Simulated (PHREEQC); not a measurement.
A made-up water analysis in mg/kgw, 25 °C, pH 2.73: Na 1670; K 851; Ca 300; Mg 192; Cl 1760; S(6) as SO4 3900; B 38.6; Mn(2) 42.

Valence states are taken as typed.

Model: Pitzer model, pitzer.dat, run in PHREEQC.

Each row changes one thing in this solution. No solid was allowed to form.

```csv
case,SO4-2 (mol/kgw),HSO4- (mol/kgw),CaB(OH)4+ (mol/kgw),MgB(OH)4+ (mol/kgw),SI of Gypsum (CaSO4:2H2O),SI of Epsomite (MgSO4:7H2O)
as made,0.0385,0.00214,1.11e-10,7.76e-11,-0.26,-2.92
temperature from 25 to 10 °C at the same typed pH,0.0391,?,?,8.05e-11,?,?
S(6) from 3900 to 11700 mg/kgw,0.116,0.00550,8.31e-11,6.50e-11,-0.08,-2.70
```

### Question
Fill in the missing entries.

### Answer

- temperature from 25 to 10 °C at the same typed pH, HSO4- (mol/kgw): 0.00147
- temperature from 25 to 10 °C at the same typed pH, CaB(OH)4+ (mol/kgw): 1.18e-10
- temperature from 25 to 10 °C at the same typed pH, SI of Gypsum (CaSO4:2H2O): -0.21
- temperature from 25 to 10 °C at the same typed pH, SI of Epsomite (MgSO4:7H2O): -2.76

Complexes and solids missing from the database can't appear. Away from 25 °C the constants follow the database's enthalpies or fits; those with neither stay at their 25 °C values.
